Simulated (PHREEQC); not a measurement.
Dissolve 98 mmol/kgw NH4HS, 180 mmol/kgw NaCl and 0.15 mmol/kgw FeCl2 at 90 °C. Closed to the air; pH follows from the charge balance.

Model: ion-association model, wateq4f.dat, run in PHREEQC.

Each row changes one thing in this solution. This is a speciation only: nothing precipitates in the calculation.

```tsv
case	pH	ionic strength (mol/kgw)	H2S (mol/kgw)	NH3 (mol/kgw)
as made	7.04	0.263	0.0153	0.0153
FeCl2 left out	7.04	0.263	0.0154	0.0153
FeCl2 from 0.00015 to 0.000165 mol/kgw	7.04	0.263	0.0153	0.0153
temperature from 90 to 85 °C	(withheld)	(withheld)	0.0140	0.0140
NaCl left out	7.06	0.0809	0.0171	0.0171
```

Complete the blanks.


- temperature from 90 to 85 °C, pH: 7.10
- temperature from 90 to 85 °C, ionic strength (mol/kgw): 0.264

Away from 25 °C the constants follow the database's enthalpies or fits; those with neither stay at their 25 °C values. The polysulfide entries of wateq4f.dat were taken out for this run.
